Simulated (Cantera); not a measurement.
Feed: 1 mol Fe(CO)5, 0.015 mol O2, 0.16 mol N2, held at 973.15 K and 3.60 bar.

Method: chemical equilibrium by Gibbs-energy minimisation in Cantera with the NASA 1993 tables (ideal gas, pure condensed phases). Candidate condensed phases: C, Fe, Fe(CO)5, FeO, Fe2O3, Fe3O4; 27 gas species. The tables' stoichiometric FeO is somewhat more stable than real wüstite, so its field is too wide. FeO: taken at fixed stoichiometry. Equilibrium is a limit: real reactors are often held back by kinetics, nucleation or transport.

Base state: CO2 0.550, CO 0.391, N2 0.0592 (mole fractions); condensed: C(graphite) + FeO(s).

Problem. What changes in the equilibrium state with this change: temperature from 973.15 K to 750 K?

Solution. 
| species | before | after |
|---|---|---|
| CO2 | 0.550 | 0.900 |
| N2 | 0.0592 | 0.0788 |
| CO | 0.391 | 0.0212 |
| C(graphite), mol | 2.46 | 3.13 |
| FeO(s), mol | 1.00 | 0 |
| Fe3O4(s), mol | 0 | 0.333 |

Problem. What changes in the equilibrium state with this change: temperature from 973.15 K to 1350 K?

Solution. 
| species | before | after |
|---|---|---|
| CO | 0.391 | 0.959 |
| N2 | 0.0592 | 0.0311 |
| CO2 | 0.550 | 0.00966 |
| C(graphite), mol | 2.46 | 0.0196 |
| FeO(s), mol | 1.00 | 0 |
| Fe(γ), mol | 0 | 1.00 |
Condensed phases not in the tables: cementite and carbon dissolved in iron.
